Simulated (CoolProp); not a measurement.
Oxygen along the isotherm 171.7 K: Z from the reference equation and from simpler models built on Tc = 154.6 K, pc = 5.046 MPa, ω = 0.022; each cubic takes its own stable root.

Computed with CoolProp (reference Helmholtz-energy equation of state, Schmidt 1985).

| p (MPa) | phase | reference | van der Waals | Redlich-Kwong | Soave-Redlich-Kwong | Peng-Robinson |
|---|---|---|---|---|---|---|
| 0.0399 | gas | 0.9981 | 0.9982 | 0.9980 | 0.9980 | 0.9977 |
| 0.0602 | gas | 0.9971 | 0.9973 | 0.9970 | 0.9970 | 0.9966 |
| 0.0908 | gas | 0.9956 | 0.9959 | 0.9955 | 0.9955 | 0.9949 |
| 0.137 | gas | 0.9934 | 0.9937 | 0.9932 | 0.9932 | 0.9923 |
| 0.207 | gas | 0.9900 | 0.9905 | 0.9897 | 0.9897 | 0.9883 |
| 0.312 | gas | 0.9848 | 0.9857 | 0.9844 | 0.9844 | 0.9823 |
| 0.47 | gas | 0.9771 | 0.9783 | 0.9764 | 0.9765 | 0.9733 |
| 0.709 | gas | 0.9651 | 0.9669 | 0.9641 | 0.9643 | 0.9595 |
| 1.07 | gas | 0.9468 | 0.9494 | 0.9453 | 0.9456 | 0.9384 |
| 1.61 | gas | 0.9185 | 0.9222 | 0.9165 | 0.9169 | 0.9063 |
| 2.44 | gas | 0.8728 | 0.8777 | 0.8702 | 0.8709 | 0.8552 |
| 3.67 | gas | 0.7993 | 0.8040 | 0.7964 | 0.7977 | 0.7752 |
| 5.54 | supercritical | 0.6689 | 0.6625 | 0.6680 | 0.6709 | 0.6408 |
| 8.36 | supercritical | 0.4440 | 0.4482 | 0.4702 | 0.4759 | 0.4445 |
| 12.6 | supercritical | 0.4361 | 0.5251 | 0.4715 | 0.4743 | 0.4340 |
